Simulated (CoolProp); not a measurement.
Saturation properties of propylene glycol.

The numbers come from the reference Helmholtz-energy equation of state, Eisenbach 2021 in CoolProp.

```
T (°C)  p (MPa)  liquid density (kg/m³)  enthalpy of vaporisation (kJ/kg)
------  -------  ----------------------  --------------------------------
226.45   0.2961                   851.1                             656.3
232.35   0.3431                   844.3                             649.2
238.25   0.3961                   837.3                             641.8
244.15   0.4554                   830.3                             634.3
250.05   0.5217                   823.0                             626.5
255.95   0.5956                   815.6                             618.5
261.85   0.6776                   808.0                             610.3
267.75   0.7684                   800.3                             601.8
273.65   0.8687                   792.3                             593.0
```

It boils at 188.1 °C under 1 atm.
